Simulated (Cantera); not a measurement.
What does this Cantera script print?

```python
import numpy as np
import cantera as ct

gas_names = """
    F F2 N NF NF2 NF3 N2 Si SiF SiF2 SiF3 SiF4 SiN Si2 Si2N Si3
""".split()
cond_names = """
    Si(cr) Si(L) Si3N4(a)
""".split()


def load(file, names, dense=False):
    # The tables refer to 1 bar. Condensed volumes are neglected.
    table = {s.name: s for s in ct.Species.list_from_file(file)}
    out = []
    for n in names:
        d = dict(table[n].input_data)
        d["thermo"] = dict(d["thermo"], **{"reference-pressure": 1e5})
        if dense:
            d["equation-of-state"] = {"model": "constant-volume", "density": "1e6 g/cm^3"}
        out.append(ct.Species.from_dict(d))
    return out


gas = ct.Solution(thermo="ideal-gas", species=load("nasa_gas.yaml", gas_names))
cond = {s.name: ct.Solution(thermo="fixed-stoichiometry", species=[s], name=s.name)
        for s in load("nasa_condensed.yaml", cond_names, dense=True)}
atoms = {
    'SiF4': {'Si': 1, 'F': 4},
    'N2': {'N': 2},
}
top_T = {'Si3N4(a)': 2400}  # K; cautious upper limits of use, not melting points


def equilibrate(T, P, feed):
    n = {}
    for name, mol in feed.items():
        for a, k in atoms[name].items():
            n[a] = n.get(a, 0.0) + k * mol
    gas.TPX = T, P, n
    mass = sum(n.values()) * gas.mean_molecular_weight
    gas.equilibrate("TP")
    valid = [c for c in cond.values() if c.min_temp <= T <= top_T.get(c.name, c.max_temp)]
    mix = ct.Mixture([(gas, mass / gas.mean_molecular_weight)] + [(c, 0.0) for c in valid])
    mix.T, mix.P = T, P
    mix.equilibrate("TP", solver="vcs", rtol=1e-11, max_steps=5000)
    return mix


results = []
feed = {'SiF4': 1, 'N2': 4.7}  # mol
T = 1698.15  # K
P = 480  # Pa
mix = equilibrate(T, P, feed)
results.append((T, P, feed, dict(zip(mix.species_names, mix.species_moles))))
x = sorted(zip(gas.X, gas.species_names), reverse=True)
print(f"T = {T:g} K  P = {P:g} Pa  gas = {mix.phase_moles(0):.4g} mol")
print("   x: " + "  ".join(f"{s} {v:.3e}" for v, s in x if v > 1e-05))
print("   condensed (mol): " + ("  ".join(f"{mix.phase(i).name} {mix.phase_moles(i):.4g}"
      for i in range(1, mix.n_phases) if mix.phase_moles(i) > 1e-12) or "none"))
```

Output:

```
T = 1698.15 K  P = 480 Pa  gas = 5.7 mol
   x: N2 8.245e-01  SiF4 1.754e-01  F 4.124e-05  SiF3 4.123e-05
   condensed (mol): none
```

Method: chemical equilibrium by Gibbs-energy minimisation in Cantera with the NASA 1993 tables (ideal gas, pure condensed phases). The tables' values for SiF3 are old estimates; treat these amounts as uncertain.
